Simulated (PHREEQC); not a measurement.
Synthetic water in mg/kgw, 82 °C, pH 6.59, pe -1.2: Na 0.00745; K 0.00496; Ca 0.0265; Mg 0.022; Cl 0.0194; S(6) as SO4 0.098; Alkalinity as HCO3 0.0601; Zn 0.00213; Si as SiO2 0.00014; Mn(2) 0.00525; Sr 0.00218.

Valence states are taken as typed.

All values are PHREEQC results (ion-association model, phreeqc.dat), not measurements.

Each row changes one thing in this solution. Precipitation was switched off in this run.

| case | ionic strength (mol/kgw) | HCO3- (mol/kgw) | CO2 (mol/kgw) | ZnOH+ (mol/kgw) | MgOH+ (mol/kgw) | MnOH+ (mol/kgw) | SI of Quartz (SiO2) |
|---|---|---|---|---|---|---|---|
| as made | 6.71e-6 | 1.38e-7 | 7.83e-8 | 4.47e-9 | 9.50e-10 | 4.65e-10 | -5.36 |
| Si from 0.00014 to 0.00042 mg/kgw | 6.71e-6 | 1.38e-7 | 7.83e-8 | 4.47e-9 | 9.50e-10 | 4.65e-10 | -4.88 |
| temperature from 82 to 65 °C at the same typed pH | 6.72e-6 | 7.49e-7 | ___ | 1.88e-9 | ___ | ___ | ___ |

### Question
What belongs in the gaps?

### Answer

- temperature from 82 to 65 °C at the same typed pH, CO2 (mol/kgw): 3.81e-7
- temperature from 82 to 65 °C at the same typed pH, MgOH+ (mol/kgw): 3.05e-10
- temperature from 82 to 65 °C at the same typed pH, MnOH+ (mol/kgw): 1.67e-10
- temperature from 82 to 65 °C at the same typed pH, SI of Quartz (SiO2): -5.17

At this temperature some constants are extrapolated from 25 °C, and those without enthalpy data are left unchanged.
